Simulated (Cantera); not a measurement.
A freely propagating, adiabatic, planar premixed flame of 29.4 % H₂, 14.8 % O₂, 55.8 % N₂, equivalence ratio 0.99, unburnt at 400 K and 610000 Pa; mixture-averaged transport, grid criteria slope 0.08 and curve 0.16, no radiation.

Detailed kinetics in Cantera: the H2/O2 subset of GRI-Mech 3.0, which has no nitrogen chemistry. The hydrogen kinetics of GRI-Mech 3.0 are dated; newer H2 mechanisms differ, most at raised pressure. Burning velocities carry a grid error of a few per cent, more on coarse grids.

### Question
Predict: laminar burning velocity; thermal thickness; peak x(O); peak x(H); peak x(OH); peak x(HO₂).

### Answer
```json
{
 "laminar_burning_velocity": "297 cm/s",
 "thermal_thickness": "0.0417 mm",
 "peak x(O)": "0.00599",
 "peak x(H)": "0.0202",
 "peak x(OH)": "0.0147",
 "peak x(HO₂)": "0.00122"
}
```
